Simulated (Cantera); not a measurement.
What does this Cantera script print?

```python
import numpy as np
import cantera as ct

gas = ct.Solution("gri30.yaml")
gas.TPX = 1925, 8000, {'CH4': 1, 'N2': 3.3}
reactor = ct.IdealGasConstPressureReactor(gas, energy="off", clone=False)
net = ct.ReactorNet([reactor])
net.rtol, net.atol = 1e-08, 1e-18
show = ['CH4', 'C2H6', 'C2H4', 'CH2', 'H2', 'H', 'CH3']
times = np.geomspace(0.0008, 100, 10)

steps = ct.SolutionArray(gas, extra=["t"])
rows = []
print(f"{'t/s':>10s}{'T/K':>9s}{'P/Pa':>11s}" + "".join(f"{s:>11s}" for s in show))
for t in times:
    while net.time < t:
        t_next = net.step()
        steps.append(gas.state, t=t_next)
    rows.append([np.interp(t, steps.t, y) for y in (steps.T, steps.P, *steps(*show).X.T)])
    print(f"{t:10.3e}{rows[-1][0]:9.1f}{rows[-1][1]:11.4g}" + "".join(f"{x:11.3e}" for x in rows[-1][2:]))
rate = np.gradient(steps.T, steps.t)
print("integrator steps:", len(steps.t))
if steps.T.max() > steps.T[0] + 200:
    print(f"time of steepest temperature rise: {steps.t[rate.argmax()]:.4e} s")
gas.TPX = 1925, 8000, {'CH4': 1, 'N2': 3.3}
gas.equilibrate("TP")
print(f"equilibrium (TP): T = {gas.T:.1f} K  " + "  ".join(f"{s} {gas[s].X[0]:.3e}" for s in show))
```

Result:

```
       t/s      T/K       P/Pa        CH4       C2H6       C2H4        CH2         H2          H        CH3
 8.000e-04   1925.0       8000  2.090e-01  1.265e-04  5.493e-03  9.555e-06  1.848e-02  8.702e-05  6.919e-03
 2.947e-03   1925.0       8000  9.086e-02  9.005e-05  6.327e-03  1.376e-05  1.625e-01  5.759e-04  5.649e-03
 1.086e-02   1925.0       8000  2.321e-02  8.119e-06  3.804e-04  6.828e-06  2.523e-01  9.944e-04  1.777e-03
 4.000e-02   1925.0       8000  3.933e-03  3.696e-07  3.646e-05  2.546e-06  2.769e-01  1.472e-03  4.137e-04
 1.474e-01   1925.0       8000  6.421e-04  1.258e-08  2.241e-05  6.137e-07  2.810e-01  1.766e-03  8.017e-05
 5.429e-01   1925.0       8000  1.550e-04  8.472e-10  2.198e-05  1.557e-07  2.816e-01  1.805e-03  1.974e-05
 2.000e+00   1925.0       8000  8.477e-05  3.242e-10  2.197e-05  8.557e-08  2.817e-01  1.807e-03  1.081e-05
 7.368e+00   1925.0       8000  8.346e-05  3.173e-10  2.196e-05  8.425e-08  2.817e-01  1.807e-03  1.065e-05
 2.714e+01   1925.0       8000  8.366e-05  3.182e-10  2.192e-05  8.445e-08  2.817e-01  1.807e-03  1.067e-05
 1.000e+02   1925.0       8000  8.415e-05  3.202e-10  2.181e-05  8.495e-08  2.817e-01  1.807e-03  1.073e-05
integrator steps: 1525
equilibrium (TP): T = 1925.0 K  CH4 5.999e-05  C2H6 1.576e-10  C2H4 9.956e-06  CH2 6.058e-08  H2 2.818e-01  H 1.807e-03  CH3 7.652e-06
```

Cantera simulation using GRI-Mech 3.0 (53 species, 325 reactions); the numbers are that mechanism's predictions, not measurements. GRI-Mech 3.0 stops at C3 and has no aromatics, soot or wall deposition, so with more carbon than oxygen in the feed, carbon stays in small species such as C2H2 where larger ones or solid carbon would form.
